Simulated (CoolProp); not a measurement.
Properties of CH3F (R41) along the isotherm -83.05 °C.

The numbers come from the reference Helmholtz-energy equation of state, Lemmon 2006 in CoolProp. It is a short technical equation, of lower accuracy than the large ones.

```json
[
 {"p (MPa)": "0.738", "phase": "liquid", "density (kg/m³)": "891.7", "isothermal compressibility (1/MPa)": "0.001451"},
 {"p (MPa)": "1.48", "phase": "liquid", "density (kg/m³)": "___", "isothermal compressibility (1/MPa)": "___"},
 {"p (MPa)": "2.21", "phase": "liquid", "density (kg/m³)": "893.6", "isothermal compressibility (1/MPa)": "0.001420"},
 {"p (MPa)": "2.95", "phase": "liquid", "density (kg/m³)": "894.6", "isothermal compressibility (1/MPa)": "0.001405"},
 {"p (MPa)": "3.69", "phase": "liquid", "density (kg/m³)": "___", "isothermal compressibility (1/MPa)": "0.001390"},
 {"p (MPa)": "4.43", "phase": "liquid", "density (kg/m³)": "___", "isothermal compressibility (1/MPa)": "0.001376"},
 {"p (MPa)": "5.17", "phase": "liquid", "density (kg/m³)": "897.3", "isothermal compressibility (1/MPa)": "___"},
 {"p (MPa)": "5.91", "phase": "liquid", "density (kg/m³)": "898.2", "isothermal compressibility (1/MPa)": "0.001348"},
 {"p (MPa)": "6.64", "phase": "liquid", "density (kg/m³)": "899.1", "isothermal compressibility (1/MPa)": "0.001335"},
 {"p (MPa)": "7.38", "phase": "liquid", "density (kg/m³)": "900.0", "isothermal compressibility (1/MPa)": "___"},
 {"p (MPa)": "8.12", "phase": "liquid", "density (kg/m³)": "900.9", "isothermal compressibility (1/MPa)": "___"},
 {"p (MPa)": "8.86", "phase": "liquid", "density (kg/m³)": "901.7", "isothermal compressibility (1/MPa)": "___"}
]
```

Q: Some entries are withheld; supply them.

A: 
- 1.48, density (kg/m³): 892.7
- 1.48, isothermal compressibility (1/MPa): 0.001435
- 3.69, density (kg/m³): 895.5
- 4.43, density (kg/m³): 896.4
- 5.17, isothermal compressibility (1/MPa): 0.001362
- 7.38, isothermal compressibility (1/MPa): 0.001322
- 8.12, isothermal compressibility (1/MPa): 0.001309
- 8.86, isothermal compressibility (1/MPa): 0.001296
